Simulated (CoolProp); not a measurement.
Propane along the isobar 9.31 bar: fugacity coefficient from the reference equation and from simpler models built on Tc = 96.7 °C, pc = 42.51 bar, ω = 0.152; each cubic takes its own stable root.

Computed with CoolProp (reference Helmholtz-energy equation of state, Lemmon 2009).

```
T (°C)  phase  reference
------  -----  ---------
73.25     gas     0.9094
87.05     gas     0.9200
100.85    gas     0.9290
114.75    gas     0.9368
128.55    gas     0.9436
142.45    gas     0.9495
156.25    gas     0.9546
170.05    gas     0.9592
183.95    gas     0.9632
197.75    gas     0.9668
211.55    gas     0.9700
225.45    gas     0.9729
```

Problem. How far does each simpler model (van der Waals, Redlich-Kwong, Soave-Redlich-Kwong) lie from the reference over these 12 states: mean and median of the absolute difference, and the worst?

Solution. 
- van der Waals: mean 0.5 %, median 0.3 %, worst +1.6 % at 73.25 °C and 9.31 bar
- Redlich-Kwong: mean 0.2 %, median 0.2 %, worst -0.3 % at 225.45 °C and 9.31 bar
- Soave-Redlich-Kwong: mean 0.0 %, median 0.0 %, worst +0.1 % at 225.45 °C and 9.31 bar
